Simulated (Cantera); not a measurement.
What does this Cantera script print?

```python
import numpy as np
import cantera as ct

gas = ct.Solution("gri30.yaml")
gas.TPX = 1350, 86000, {'H2': 0.37, 'O2': 1, 'N2': 4}
reactor = ct.IdealGasConstPressureReactor(gas, energy="off", clone=False)
net = ct.ReactorNet([reactor])
net.rtol, net.atol = 1e-08, 1e-18
show = ['H2', 'O2', 'O', 'NO2', 'N2O', 'NO', 'HO2']
times = np.geomspace(2e-05, 60, 15)

steps = ct.SolutionArray(gas, extra=["t"])
rows = []
print(f"{'t/s':>10s}{'T/K':>9s}{'P/Pa':>11s}" + "".join(f"{s:>11s}" for s in show))
for t in times:
    while net.time < t:
        t_next = net.step()
        steps.append(gas.state, t=t_next)
    rows.append([np.interp(t, steps.t, y) for y in (steps.T, steps.P, *steps(*show).X.T)])
    print(f"{t:10.3e}{rows[-1][0]:9.1f}{rows[-1][1]:11.4g}" + "".join(f"{x:11.3e}" for x in rows[-1][2:]))
rate = np.gradient(steps.T, steps.t)
print("integrator steps:", len(steps.t))
if steps.T.max() > steps.T[0] + 200:
    print(f"time of steepest temperature rise: {steps.t[rate.argmax()]:.4e} s")
gas.TPX = 1350, 86000, {'H2': 0.37, 'O2': 1, 'N2': 4}
gas.equilibrate("TP")
print(f"equilibrium (TP): T = {gas.T:.1f} K  " + "  ".join(f"{s} {gas[s].X[0]:.3e}" for s in show))
```

Output:

```
       t/s      T/K       P/Pa         H2         O2          O        NO2        N2O         NO        HO2
 2.000e-05   1350.0    8.6e+04  6.880e-02  1.862e-01  2.338e-05  4.257e-17  2.900e-11  6.113e-13  3.953e-06
 5.803e-05   1350.0    8.6e+04  3.872e-03  1.519e-01  1.186e-02  1.840e-09  1.218e-07  3.390e-06  5.148e-05
 1.684e-04   1350.0    8.6e+04  4.617e-04  1.562e-01  1.377e-03  1.398e-08  2.802e-07  4.927e-06  2.716e-05
 4.886e-04   1350.0    8.6e+04  4.681e-05  1.570e-01  1.373e-04  4.523e-08  3.416e-07  4.921e-06  5.916e-06
 1.418e-03   1350.0    8.6e+04  5.977e-06  1.571e-01  2.072e-05  6.025e-08  3.640e-07  4.909e-06  1.118e-06
 4.114e-03   1350.0    8.6e+04  1.102e-06  1.572e-01  4.549e-06  4.961e-08  3.725e-07  4.920e-06  2.651e-07
 1.194e-02   1350.0    8.6e+04  2.775e-07  1.572e-01  1.260e-06  3.364e-08  3.691e-07  4.937e-06  8.384e-08
 3.464e-02   1350.0    8.6e+04  8.964e-08  1.572e-01  4.222e-07  2.748e-08  3.424e-07  4.944e-06  4.361e-08
 1.005e-01   1350.0    8.6e+04  4.526e-08  1.572e-01  2.091e-07  3.267e-08  2.666e-07  4.939e-06  3.862e-08
 2.917e-01   1350.0    8.6e+04  4.006e-08  1.572e-01  1.826e-07  3.509e-08  1.323e-07  4.937e-06  3.870e-08
 8.463e-01   1350.0    8.6e+04  3.989e-08  1.572e-01  1.816e-07  3.518e-08  3.712e-08  4.938e-06  3.870e-08
 2.456e+00   1350.0    8.6e+04  3.987e-08  1.572e-01  1.816e-07  3.519e-08  2.767e-08  4.938e-06  3.870e-08
 7.126e+00   1350.0    8.6e+04  3.987e-08  1.572e-01  1.816e-07  3.521e-08  2.766e-08  4.941e-06  3.870e-08
 2.068e+01   1350.0    8.6e+04  3.987e-08  1.572e-01  1.816e-07  3.526e-08  2.766e-08  4.948e-06  3.870e-08
 6.000e+01   1350.0    8.6e+04  3.987e-08  1.572e-01  1.816e-07  3.542e-08  2.766e-08  4.969e-06  3.870e-08
integrator steps: 1555
equilibrium (TP): T = 1350.0 K  H2 3.990e-08  O2 1.569e-01  O 1.814e-07  NO2 3.316e-06  N2O 2.768e-08  NO 4.656e-04  HO2 3.866e-08
```

Computed with Cantera and GRI-Mech 3.0 (53 species, 325 reactions). The temperature is held fixed by assumption; the heat of reaction is taken as removed at once.
